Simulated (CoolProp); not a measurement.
Properties of octamethyltrisiloxane (MDM) along the isobar 0.27 MPa.

Values from CoolProp's reference Helmholtz-energy equation of state, Thol 2017.

| T (K) | phase | density (kg/m³) | Joule-Thomson coefficient (K/MPa) | isothermal compressibility (1/MPa) | expansivity (1/kK) |
|---|---|---|---|---|---|
| 361.4 | liquid | 750.2 | -0.3303 | [?] | 1.438 |
| 377.4 | liquid | 732.7 | -0.2950 | 0.003754 | 1.516 |
| 393.5 | liquid | 714.5 | -0.2538 | 0.004506 | 1.609 |
| 409.6 | liquid | 695.6 | -0.2047 | 0.005486 | 1.723 |
| 425.7 | liquid | [?] | -0.1442 | 0.006799 | 1.866 |
| 441.8 | liquid | 654.9 | -0.06685 | 0.008620 | 2.050 |
| 457.9 | liquid | [?] | 0.03668 | 0.01126 | 2.296 |
| 474 | gas | 18.88 | 20.65 | 4.427 | 3.702 |
| 490.1 | gas | 17.84 | 17.57 | 4.293 | 3.296 |
| 506.2 | gas | 16.97 | 15.18 | 4.193 | 2.988 |
| 522.3 | gas | 16.20 | 13.27 | 4.117 | 2.746 |
| 538.4 | gas | 15.53 | 11.73 | 4.057 | 2.550 |
| 554.5 | gas | 14.92 | 10.45 | 4.009 | 2.388 |
| 570.6 | gas | 14.37 | 9.377 | 3.969 | 2.251 |

Problem. What belongs in the gaps?

Solution. 
- 361.4, isothermal compressibility (1/MPa): 0.003169
- 425.7, density (kg/m³): 675.9
- 457.9, density (kg/m³): 632.5
